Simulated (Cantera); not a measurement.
Feed: 1 mol Si3N4, 0.018 mol H2O, 1.1 mol N2, held at 0.0133 bar.

Method: chemical equilibrium by Gibbs-energy minimisation in Cantera with the NASA 1993 tables (ideal gas, pure condensed phases). Candidate condensed phases: H2O, Si, SiO2, Si2N2O, Si3N4; 35 gas species. Mutual solubility and eutectic melting of coexisting phases are not modelled. The tables' values for SiN are old estimates; treat these amounts as uncertain. Equilibrium is a limit: real reactors are often held back by kinetics, nucleation or transport.

x: gas mole fraction; n: condensed amount in mol.

| T (K) | x N2 | x H2 | x SiO | x Si | x H | x Si2N | n Si2N2O(s) | n Si3N4(s) | n Si(l) |
|---|---|---|---|---|---|---|---|---|---|
| 1525 | 0.984 | 0.0160 | 2.13e-5 | 4.60e-8 | 2.59e-5 | 3.07e-10 | 0.0180 | 0.988 | 0 |
| 1575 | 0.984 | 0.0160 | 9.01e-5 | 2.59e-7 | 4.55e-5 | 2.75e-9 | 0.0179 | 0.988 | 0 |
| 1625 | 0.984 | 0.0160 | 0.000348 | 1.30e-6 | 7.72e-5 | 2.15e-8 | 0.0176 | 0.988 | 0 |
| 1675 | 0.983 | 0.0159 | 0.00124 | 5.96e-6 | 0.000127 | 1.48e-7 | 0.0166 | 0.988 | 0 |
| 1725 | 0.980 | 0.0158 | 0.00409 | 2.50e-5 | 0.000202 | 9.14e-7 | 0.0134 | 0.990 | 0 |
| 1775 | 0.971 | 0.0156 | ? | ? | 0.000313 | ? | ? | 0.993 | 0 |
| 1825 | 0.987 | 0.00589 | 0.00604 | ? | 0.000293 | ? | 0 | ? | ? |
| 1875 | 0.988 | 0.00552 | 0.00573 | 0.000679 | 0.000422 | 4.14e-5 | 0 | 0 | 2.98 |
| 1925 | 0.987 | 0.00542 | 0.00573 | 0.00131 | 0.000610 | 6.62e-5 | 0 | 0 | 2.98 |

**Question.** Complete the blanks.

**Answer.** 
- 1775, x SiO: 0.0126
- 1775, x Si: 9.66e-5
- 1775, x Si2N: 5.09e-6
- 1775, n Si2N2O(s): 0.00355
- 1825, x Si: 0.000341
- 1825, x Si2N: 2.52e-5
- 1825, n Si3N4(s): 0.0784
- 1825, n Si(l): 2.75
